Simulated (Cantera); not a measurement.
Charge: 1 mol FeS, 0.62 mol SO₃, 11 mol N₂, 0.81 mol O₂, at 0.520 bar.

These are equilibrium values from Cantera (NASA tables, ideal gas, pure condensed phases), not measurements of a reactor. Candidate condensed phases: Fe, FeO, FeS, FeSO₄, FeS₂, Fe₂O₃, Fe₂(SO₄)₃, Fe₃O₄, S; 19 gas species. Mutual solubility and eutectic melting of coexisting phases are not modelled. The tables' stoichiometric FeO is somewhat more stable than real wüstite, so its field is too wide. FeO, FeS: taken at fixed stoichiometry. Gases not in the tables: S₃ to S₇. Equilibrium is a limit: real reactors are often held back by kinetics, nucleation or transport.

log p: log10 of the partial pressure in bar; n: condensed amount in mol.

```tsv
T (°C)	log p N₂	log p SO₂	log p S₂	log p S₂O	log p SO	n FeS₂(s)	n Fe₃O₄(s)	n FeS(s)	n FeO(s)
477	-0.33	-1.29	-4.03	-4.83	-7.95	0.203	0.266	0	0
552	-0.33	-1.29	-3.21	-4.25	-6.98	0.193	0.269	0	0
627	-0.33	-1.27	-2.86	-3.99	-6.24	0	0.238	0.286	0
702	-0.33	-1.28	-2.69	-3.88	-5.65	0	0.244	0.267	0
777	-0.33	-1.28	-2.54	-3.79	-5.15	0	0.253	___	0
852	-0.33	-1.29	-2.41	-3.71	-4.72	0	0.262	___	0
927	-0.33	-1.30	-2.30	-3.64	-4.35	0	0.273	___	0
1002	-0.33	-1.31	-2.21	-3.59	-4.02	0	0.285	___	0
1077	-0.34	-1.29	-2.12	-3.52	-3.71	0	0	___	1.00
```

**Question.** What belongs in the gaps?

**Answer.** 
- 777, n FeS(s): 0.242
- 852, n FeS(s): 0.214
- 927, n FeS(s): 0.182
- 1002, n FeS(s): 0.146
- 1077, n FeS(s): 0
